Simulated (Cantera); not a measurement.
What does this Cantera script print?

```python
import numpy as np
import cantera as ct

gas_names = """
    CL CL2 H HCL H2 Si SiCL SiCL2 SiCL3 SiCL4 SiH SiHCL3 SiH2 SiH2CL2 SiH3 SiH3CL SiH4 Si2 Si3
""".split()
cond_names = """
    Si(cr) Si(L)
""".split()


# ... load() reads the species with a 1 bar reference pressure and builds the phases ...
atoms = {
    'Si3H8': {'Si': 3, 'H': 8},
    'HCl': {'H': 1, 'CL': 1},
    'H2': {'H': 2},
}
top_T = {}  # K; cautious upper limits of use, not melting points


# ... equilibrate(T, P, feed) seeds the gas with the atoms and calls Mixture.equilibrate('TP', solver="vcs", rtol=1e-11, max_steps=5000) ...
results = []
feed = {'Si3H8': 1, 'HCl': 4.3, 'H2': 74}  # mol
T = 1223  # K
P = 180  # Pa
mix = equilibrate(T, P, feed)
results.append((T, P, feed, dict(zip(mix.species_names, mix.species_moles))))
print(gas.report(threshold=0.0001))
for i in range(1, mix.n_phases):
    print(f"{mix.phase(i).name:16s} {mix.phase_moles(i):12.5e} mol")
```

It prints:

```
       temperature   1223 K
          pressure   180 Pa
           density   6.9964e-05 kg/m^3
  mean mol. weight   3.9524 kg/kmol
   phase of matter   gas

                          1 kg             1 kmol
                     ---------------   ---------------
          enthalpy        5.7906e+06        2.2887e+07  J
   internal energy        3.2178e+06        1.2718e+07  J
           entropy             58196        2.3001e+05  J/K
    Gibbs function       -6.5383e+07       -2.5842e+08  J
 heat capacity c_p            7944.1             31398  J/K
 heat capacity c_v            5840.4             23084  J/K

                      mass frac. Y      mole frac. X     chem. pot. / RT
                     ---------------   ---------------   ---------------
               HCL           0.38934          0.042209           -43.375
                H2           0.48606           0.95294           -24.397
             SiCL2           0.11391         0.0045482           -66.454
             SiCL3         0.0064108        0.00018848           -97.631
     [  +15 minor]          0.004273        0.00011704

Si(cr)            2.60121e+00 mol
```

These are equilibrium values from Cantera (NASA tables, ideal gas, pure condensed phases), not measurements of a reactor. The feed counts by its element totals alone. The tables' values for SiCl3 are old estimates; treat these amounts as uncertain.
